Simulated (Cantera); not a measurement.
A Cantera script and its output.

```python
import numpy as np
import cantera as ct

gas = ct.Solution("gri30.yaml")
gas.TPX = 1123, 101325, {'N2O': 1, 'H2O': 0.11}
reactor = ct.IdealGasConstPressureReactor(gas, energy="off", clone=False)
net = ct.ReactorNet([reactor])
net.rtol, net.atol = 1e-08, 1e-18
show = ['N2O', 'H2O', 'N2', 'NO', 'O', 'H', 'OH']
times = np.geomspace(3e-05, 1, 10)

steps = ct.SolutionArray(gas, extra=["t"])
rows = []
print(f"{'t/s':>10s}{'T/K':>9s}{'P/Pa':>11s}" + "".join(f"{s:>11s}" for s in show))
for t in times:
    while net.time < t:
        t_next = net.step()
        steps.append(gas.state, t=t_next)
    rows.append([np.interp(t, steps.t, y) for y in (steps.T, steps.P, *steps(*show).X.T)])
    print(f"{t:10.3e}{rows[-1][0]:9.1f}{rows[-1][1]:11.4g}" + "".join(f"{x:11.3e}" for x in rows[-1][2:]))
rate = np.gradient(steps.T, steps.t)
print("integrator steps:", len(steps.t))
if steps.T.max() > steps.T[0] + 200:
    print(f"time of steepest temperature rise: {steps.t[rate.argmax()]:.4e} s")
gas.TPX = 1123, 101325, {'N2O': 1, 'H2O': 0.11}
gas.equilibrate("TP")
print(f"equilibrium (TP): T = {gas.T:.1f} K  " + "  ".join(f"{s} {gas[s].X[0]:.3e}" for s in show))
```

Output:

```
       t/s      T/K       P/Pa        N2O        H2O         N2         NO          O          H         OH
 3.000e-05   1123.0  1.013e+05  9.009e-01  9.910e-02  3.945e-06  2.510e-07  6.215e-07  2.498e-11  2.732e-07
 9.543e-05   1123.0  1.013e+05  9.009e-01  9.910e-02  1.375e-05  9.858e-07  6.355e-07  1.028e-10  1.021e-06
 3.035e-04   1123.0  1.013e+05  9.008e-01  9.909e-02  4.543e-05  3.323e-06  6.348e-07  3.237e-10  2.905e-06
 9.655e-04   1123.0  1.013e+05  9.007e-01  9.909e-02  1.488e-04  1.047e-05  6.336e-07  7.032e-10  5.250e-06
 3.071e-03   1123.0  1.013e+05  9.002e-01  9.907e-02  4.819e-04  2.956e-05  6.327e-07  8.391e-10  6.188e-06
 9.769e-03   1123.0  1.013e+05  8.986e-01  9.902e-02  1.550e-03  7.785e-05  6.289e-07  8.744e-10  7.319e-06
 3.107e-02   1123.0  1.013e+05  8.935e-01  9.885e-02  4.940e-03  2.137e-04  6.092e-07  8.049e-10  8.416e-06
 9.884e-02   1123.0  1.013e+05  8.779e-01  9.832e-02  1.544e-02  6.948e-04  5.673e-07  6.515e-10  9.840e-06
 3.144e-01   1123.0  1.013e+05  8.314e-01  9.674e-02  4.666e-02  2.351e-03  5.141e-07  5.215e-10  1.149e-05
 1.000e+00   1123.0  1.013e+05  7.069e-01  9.249e-02  1.302e-01  6.882e-03  4.498e-07  4.155e-10  1.218e-05
integrator steps: 1002
equilibrium (TP): T = 1123.0 K  N2O 7.470e-09  H2O 6.832e-02  N2 6.211e-01  NO 1.132e-04  O 2.451e-09  H 7.150e-13  OH 8.919e-07
```

Model: GRI-Mech 3.0 (53 species, 325 reactions), integrated in Cantera. GRI-Mech 3.0 was tuned for natural gas; its chemistry of N2O as a main component is partial and can be far from experiment. The mechanism lacks the step 2 NO + O2 → 2 NO2, which can matter for NO2 below about 1400 K. The temperature is held fixed by assumption; the heat of reaction is taken as removed at once.
